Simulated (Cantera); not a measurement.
Input (Python, Cantera) and output of one run.

```python
import numpy as np
import cantera as ct

gas_names = """
    CL CL2 H HCL H2 Si SiCL SiCL2 SiCL3 SiCL4 SiH SiHCL3 SiH2 SiH2CL2 SiH3 SiH3CL SiH4 Si2 Si3
""".split()
cond_names = """
    Si(cr) Si(L)
""".split()


# ... load() reads the species with a 1 bar reference pressure and builds the phases ...
atoms = {
    'SiHCl3': {'Si': 1, 'H': 1, 'CL': 3},
    'Cl2': {'CL': 2},
    'H2': {'H': 2},
}
top_T = {}  # K; cautious upper limits of use, not melting points


# ... equilibrate(T, P, feed) seeds the gas with the atoms and calls Mixture.equilibrate('TP', solver="vcs", rtol=1e-11, max_steps=5000) ...
results = []
feed = {'SiHCl3': 1, 'Cl2': 0.051, 'H2': 13}  # mol
P = 133.322  # Pa
for T in [850, 925, 1000, 1075, 1150, 1225, 1300, 1375, 1450]:
    mix = equilibrate(T, P, feed)
    results.append((T, P, feed, dict(zip(mix.species_names, mix.species_moles))))
    x = sorted(zip(gas.X, gas.species_names), reverse=True)
    print(f"T = {T:g} K  P = {P:g} Pa  gas = {mix.phase_moles(0):.4g} mol")
    print("   x: " + "  ".join(f"{s} {v:.3e}" for v, s in x if v > 1e-05))
    print("   condensed (mol): " + ("  ".join(f"{mix.phase(i).name} {mix.phase_moles(i):.4g}"
          for i in range(1, mix.n_phases) if mix.phase_moles(i) > 1e-12) or "none"))
```

Output:

```
T = 850 K  P = 133.322 Pa  gas = 14.29 mol
   x: H2 9.355e-01  SiCL4 4.629e-02  HCL 1.124e-02  SiHCL3 6.390e-03  SiCL3 3.239e-04  SiCL2 1.608e-04  SiH2CL2 7.759e-05
   condensed (mol): Si(cr) 0.239
T = 925 K  P = 133.322 Pa  gas = 14.35 mol
   x: H2 9.253e-01  SiCL4 4.228e-02  HCL 2.466e-02  SiHCL3 5.763e-03  SiCL3 1.005e-03  SiCL2 9.488e-04  SiH2CL2 7.716e-05
   condensed (mol): Si(cr) 0.2813
T = 1000 K  P = 133.322 Pa  gas = 14.46 mol
   x: H2 9.078e-01  HCL 4.627e-02  SiCL4 3.463e-02  SiHCL3 4.787e-03  SiCL2 4.008e-03  SiCL3 2.394e-03  SiH2CL2 7.139e-05
   condensed (mol): Si(cr) 0.3363
T = 1075 K  P = 133.322 Pa  gas = 14.64 mol
   x: H2 8.834e-01  HCL 7.413e-02  SiCL4 2.269e-02  SiCL2 1.215e-02  SiCL3 4.173e-03  SiHCL3 3.360e-03  SiH2CL2 5.820e-05
   condensed (mol): Si(cr) 0.3789
T = 1150 K  P = 133.322 Pa  gas = 14.84 mol
   x: H2 8.591e-01  HCL 9.920e-02  SiCL2 2.521e-02  SiCL4 9.930e-03  SiCL3 4.784e-03  SiHCL3 1.746e-03  SiH2CL2 3.854e-05
   condensed (mol): Si(cr) 0.381
T = 1225 K  P = 133.322 Pa  gas = 14.97 mol
   x: H2 8.454e-01  HCL 1.117e-01  SiCL2 3.597e-02  SiCL3 3.533e-03  SiCL4 2.744e-03  SiHCL3 6.482e-04  SiH2CL2 2.045e-05
   condensed (mol): Si(cr) 0.3574
T = 1300 K  P = 133.322 Pa  gas = 15.02 mol
   x: H2 8.414e-01  HCL 1.143e-01  SiCL2 4.139e-02  SiCL3 2.089e-03  SiCL4 6.258e-04  SiHCL3 2.099e-04  H 2.779e-05
   condensed (mol): Si(cr) 0.3341
T = 1375 K  P = 133.322 Pa  gas = 15.04 mol
   x: H2 8.408e-01  HCL 1.135e-01  SiCL2 4.416e-02  SiCL3 1.199e-03  SiCL4 1.497e-04  H 8.605e-05  SiHCL3 7.074e-05
   condensed (mol): Si(cr) 0.3144
T = 1450 K  P = 133.322 Pa  gas = 15.05 mol
   x: H2 8.411e-01  HCL 1.119e-01  SiCL2 4.592e-02  SiCL3 7.112e-04  H 2.375e-04  SiCL4 4.024e-05  SiHCL3 2.607e-05  CL 2.574e-05  SiCL 1.165e-05
   condensed (mol): Si(cr) 0.2971
```

These are equilibrium values from Cantera (NASA tables, ideal gas, pure condensed phases), not measurements of a reactor. The tables' values for SiCl3, SiCl are old estimates; treat these amounts as uncertain.
